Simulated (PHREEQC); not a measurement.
Synthetic water in mg/kgw, 10 °C, pH 6.43:

| constituent | mg/kgw |
|---|---|
| Na | 3360 |
| K | 82.5 |
| Ca | 212 |
| Mg | 15.9 |
| Cl | 4800 |
| S(6) as SO4 | 521 |
| Alkalinity as HCO3 | 256 |
| B | 2.68 |

Valence states are taken as typed.

Computed with PHREEQC (Pitzer model, pitzer.dat).

Precipitation was switched off in this run.

Question: Estimate the specific conductance.

Answer: specific conductance 10600 µS/cm.

Question: In which forms is C present?

Answer: HCO3- 53 %, CO2 47 % of the C.

Species that the database lacks are ignored. Away from 25 °C the constants follow the database's enthalpies or fits; those with neither stay at their 25 °C values.
